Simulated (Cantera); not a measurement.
A closed system holds: 1 mol Cr2O3, 0.92 mol H2, 3 mol H2O, at 1925 °C and 0.130 bar.

Equilibrium computed with Cantera from the NASA thermochemical tables; the gas is ideal and each condensed phase is pure. Candidate condensed phases: Cr, Cr2O3, H2O; 13 gas species. Kinetics and transport are ignored.

Base state: H2O 0.757, H2 0.231, H 0.00744, OH 0.00339, CrO2 0.000168, CrO 0.000151, O2 0.000105, O 7.58e-5 (mole fractions); condensed: Cr2O3(s).

### Question
What changes in the equilibrium state with this change: Cr2O3 replaced by Fe3O4?

### Answer
```tsv
species	before	after
H2O	0.757	0.942
H2	0.231	0.0221
O2	0.000105	0.0178
OH	0.00339	0.0136
CrO2	0.000168	0
Fe(OH)2	0	0.000829
FeO	0	0.000310
Fe	0	0.000237
CrO	0.000151	0
Cr2O3(s), mol	0.999	0
FeO(l), mol	0	2.99
```
The tables' stoichiometric FeO is somewhat more stable than real wüstite, so its field is too wide. FeO: taken at fixed stoichiometry. Further candidate phases: Fe, FeO, Fe(OH)2, Fe(OH)3, Fe2O3, Fe3O4.
